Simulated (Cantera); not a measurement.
Input (Python, Cantera) and output of one run.

```python
import numpy as np
import cantera as ct

gas_names = """
    H H2 Si SiH SiH2 SiH3 SiH4 Si2 Si3
""".split()
cond_names = """
    Si(cr) Si(L)
""".split()


# ... load() reads the species with a 1 bar reference pressure and builds the phases ...
atoms = {
    'Si': {'Si': 1},
    'H2': {'H': 2},
}
top_T = {}  # K; cautious upper limits of use, not melting points


# ... equilibrate(T, P, feed) seeds the gas with the atoms and calls Mixture.equilibrate('TP', solver="vcs", rtol=1e-11, max_steps=5000) ...
results = []
feed = {'Si': 1, 'H2': 0.68}  # mol
T = 1698  # K
P = 10000  # Pa
mix = equilibrate(T, P, feed)
results.append((T, P, feed, dict(zip(mix.species_names, mix.species_moles))))
print(gas.report(threshold=0.0001))
for i in range(1, mix.n_phases):
    print(f"{mix.phase(i).name:16s} {mix.phase_moles(i):12.5e} mol")
```

Result:

```
       temperature   1698 K
          pressure   10000 Pa
           density   0.0014281 kg/m^3
  mean mol. weight   2.0162 kg/kmol
   phase of matter   gas

                          1 kg             1 kmol
                     ---------------   ---------------
          enthalpy        2.1287e+07        4.2919e+07  J
   internal energy        1.4285e+07        2.8801e+07  J
           entropy        1.0025e+05        2.0212e+05  J/K
    Gibbs function       -1.4894e+08       -3.0028e+08  J
 heat capacity c_p             16427             33120  J/K
 heat capacity c_v             12303             24805  J/K

                      mass frac. Y      mole frac. X     chem. pot. / RT
                     ---------------   ---------------   ---------------
                 H        0.00022856        0.00045716           -10.637
                H2           0.99942           0.99952           -21.274
     [   +7 minor]        0.00035008         2.395e-05

Si(L)             9.99984e-01 mol
```

Equilibrium computed with Cantera from the NASA thermochemical tables; the gas is ideal and each condensed phase is pure. Gases not in the tables: Si2H6 and higher silanes.
